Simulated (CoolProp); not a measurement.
Vapour-liquid equilibrium of CH2F2 (R32) (1) + R1234ze(E) (2) at 221.2 K; x and y are mole fractions of (1).

Model: multi-fluid Helmholtz-energy mixture model, Tillner-Roth 1997 and Thol 2016; pair parameters Bell 2023, in CoolProp.

```
x      bubble pressure, mixture model (kPa)  bubble pressure, Raoult's law (kPa)  y, mixture model  y, Raoult's law
-----  ------------------------------------  -----------------------------------  ----------------  ---------------
0.05                                  24.55                                22.67               ___            0.220
0.125                                 32.88                                28.76             0.498            0.434
0.2                                     ___                                34.84             0.623            0.573
0.275                                 47.48                                40.93             0.703            0.670
0.35                                  53.87                                47.02             0.760            0.743
0.425                                 59.75                                53.11               ___            0.799
0.5                                   65.23                                59.20             0.838            0.843
0.575                                 70.44                                65.29             0.868            0.879
0.65                                    ___                                71.38               ___            0.909
0.725                                 80.51                                77.47             0.918            0.934
0.8                                   85.57                                83.56               ___            0.955
0.875                                 90.76                                89.64             0.963            0.974
0.95                                  96.12                                95.73             0.985            0.990
```

### Question
What belongs in the gaps?

### Answer

- 0.05, y, mixture model: 0.277
- 0.2, bubble pressure, mixture model (kPa): 40.51
- 0.425, y, mixture model: 0.803
- 0.65, bubble pressure, mixture model (kPa): 75.50
- 0.65, y, mixture model: 0.894
- 0.8, y, mixture model: 0.941

The largest gap from Raoult's law is +16.3 % in bubble pressure, at x = 0.2. No azeotrope shows between x = 0.05 and 0.95.

Pair parameters are fitted to limited data, so mixtures are less certain than the pure fluids.
